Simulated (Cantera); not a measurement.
Feed: 1 mol PbO, 0.43 mol H2, equilibrated at 725 K and 0.100 bar.

These are equilibrium values from Cantera (NASA tables, ideal gas, pure condensed phases), not measurements of a reactor. Candidate condensed phases: H2O, Pb, PbO, PbO2, Pb3O4; 12 gas species. Equilibrium is a limit: real reactors are often held back by kinetics, nucleation or transport.

Base state: H2O 1.000, H2 4.22e-5 (mole fractions); condensed: Pb(l) + PbO(red).

What changes in the equilibrium state with this change: temperature from 725 K to 1248 K?


| species | before | after |
|---|---|---|
| H2O | 1.000 | 0.985 |
| Pb | 3.37e-8 | 0.0130 |
| PbO | <1e-9 | 0.00176 |
| H2 | 4.22e-5 | 0.000377 |
| Pb(l), mol | 0.430 | 0.424 |
| PbO(red), mol | 0.570 | 0 |
| PbO(l), mol | 0 | 0.569 |
Each liquid is taken as pure. Mutual solubility and eutectic melting of coexisting phases are not modelled. Gases not in the tables: (PbO)n polymers.
